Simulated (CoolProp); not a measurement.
Carbon dioxide along the isobar 33300 kPa: fugacity coefficient from the reference equation and from simpler models built on Tc = 304.1 K, pc = 7377 kPa, ω = 0.224; each cubic takes its own stable root.

Model: reference Helmholtz-energy equation of state, Span 1996, in CoolProp.

| T (K) | phase | reference |
|---|---|---|
| 246.4 | liquid | 0.07526 |
| 257.8 | liquid | 0.1013 |
| 269.2 | liquid | 0.1317 |
| 280.7 | liquid | 0.1663 |
| 292.1 | liquid | 0.2041 |
| 303.5 | liquid | 0.2446 |
| 314.9 | supercritical | 0.2873 |
| 326.3 | supercritical | 0.3313 |
| 337.8 | supercritical | 0.3763 |
| 349.2 | supercritical | 0.4207 |
| 360.6 | supercritical | 0.4644 |
| 372 | supercritical | 0.5067 |
| 383.5 | supercritical | 0.5477 |

Problem. How far does each simpler model (van der Waals, Redlich-Kwong, Soave-Redlich-Kwong, Peng-Robinson) lie from the reference over these 13 states: mean and median of the absolute difference, and the worst?

Solution. 
- van der Waals: mean 37.9 %, median 21.2 %, worst +134.3 % at 246.4 K and 33300 kPa
- Redlich-Kwong: mean 9.5 %, median 5.4 %, worst +29.8 % at 246.4 K and 33300 kPa
- Soave-Redlich-Kwong: mean 7.7 %, median 8.1 %, worst +8.4 % at 349.2 K and 33300 kPa
- Peng-Robinson: mean 1.8 %, median 1.6 %, worst -3.4 % at 246.4 K and 33300 kPa
